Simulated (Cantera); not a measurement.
A Cantera script and what it prints.

```python
import numpy as np
import cantera as ct

gas_names = """
    C CN C2 CCN CNC C2N2 C3 C4 C4N2 C5 N N2 Si SiC SiC2 SiN Si2 Si2C Si2N Si3
""".split()
cond_names = """
    C(gr) Si(cr) Si(L) SiC(b) Si3N4(a)
""".split()


def load(file, names, dense=False):
    # The tables refer to 1 bar. Condensed volumes are neglected.
    table = {s.name: s for s in ct.Species.list_from_file(file)}
    out = []
    for n in names:
        d = dict(table[n].input_data)
        d["thermo"] = dict(d["thermo"], **{"reference-pressure": 1e5})
        if dense:
            d["equation-of-state"] = {"model": "constant-volume", "density": "1e6 g/cm^3"}
        out.append(ct.Species.from_dict(d))
    return out


gas = ct.Solution(thermo="ideal-gas", species=load("nasa_gas.yaml", gas_names))
cond = {s.name: ct.Solution(thermo="fixed-stoichiometry", species=[s], name=s.name)
        for s in load("nasa_condensed.yaml", cond_names, dense=True)}
atoms = {
    'Si3N4': {'Si': 3, 'N': 4},
    'C': {'C': 1},
    'N2': {'N': 2},
}
top_T = {'C(gr)': 4500, 'SiC(b)': 3050, 'Si3N4(a)': 2400}  # K; cautious upper limits of use, not melting points


def equilibrate(T, P, feed):
    n = {}
    for name, mol in feed.items():
        for a, k in atoms[name].items():
            n[a] = n.get(a, 0.0) + k * mol
    gas.TPX = T, P, n
    mass = sum(n.values()) * gas.mean_molecular_weight
    gas.equilibrate("TP")
    valid = [c for c in cond.values() if c.min_temp <= T <= top_T.get(c.name, c.max_temp)]
    mix = ct.Mixture([(gas, mass / gas.mean_molecular_weight)] + [(c, 0.0) for c in valid])
    mix.T, mix.P = T, P
    mix.equilibrate("TP", solver="vcs", rtol=1e-11, max_steps=5000)
    return mix


results = []
T = 2900  # K
P = 16  # Pa
for m in [0.0089, 0.012, 0.016, 0.022, 0.029, 0.04, 0.053, 0.072, 0.097, 0.13, 0.18, 0.24]:
    feed = {'Si3N4': 1, 'C': m, 'N2': 0.69}  # mol
    mix = equilibrate(T, P, feed)
    results.append((T, P, feed, dict(zip(mix.species_names, mix.species_moles))))

top = {s: max(r[3][s] / sum(r[3][g] for g in gas_names) for r in results) for s in gas_names}
cols = sorted((s for s in top if top[s] > 0.0001), key=lambda s: -top[s])[:7]
seen = [c for c in cond_names if any(r[3].get(c, 0) > 1e-12 for r in results)]
print("log10 of partial pressures in bar; condensed amounts in mol")
print(f"{'n(C)':>10s}" + "".join(f"{s[:9]:>10s}" for s in cols + seen))
for T, P, feed, n in results:
    ng = sum(n[g] for g in gas_names)
    print(f"{feed['C']:10.4g}" + "".join(f"{np.log10(max(n[s] / ng * P / 1e5, 1e-99)):10.3f}" for s in cols)
          + "".join(f"{n.get(c, 0):10.4g}" for c in seen))
```

It prints:

```
log10 of partial pressures in bar; condensed amounts in mol
      n(C)        Si        N2         C        CN      SiC2        C3        C2
    0.0089    -4.075    -4.122    -6.879    -6.963    -8.548   -10.454    -9.300
     0.012    -4.075    -4.123    -6.753    -6.837    -8.297   -10.077    -9.048
     0.016    -4.075    -4.123    -6.634    -6.717    -8.058    -9.718    -8.809
     0.022    -4.075    -4.124    -6.503    -6.587    -7.797    -9.326    -8.547
     0.029    -4.076    -4.124    -6.391    -6.476    -7.574    -8.992    -8.325
      0.04    -4.077    -4.125    -6.265    -6.349    -7.321    -8.611    -8.071
     0.053    -4.077    -4.126    -6.157    -6.242    -7.106    -8.287    -7.855
     0.072    -4.079    -4.127    -6.043    -6.129    -6.880    -7.946    -7.628
     0.097    -4.080    -4.129    -5.937    -6.024    -6.669    -7.627    -7.415
      0.13    -4.082    -4.131    -5.837    -5.925    -6.471    -7.328    -7.216
      0.18    -4.085    -4.134    -5.732    -5.821    -6.264    -7.012    -7.005
      0.24    -4.088    -4.137    -5.644    -5.735    -6.091    -6.749    -6.830
```

Cantera equilibrium calculation (NASA polynomials, part measured and part estimated; ideal gas, pure solids and liquids). The tables' values for SiN are old estimates; treat these amounts as uncertain.
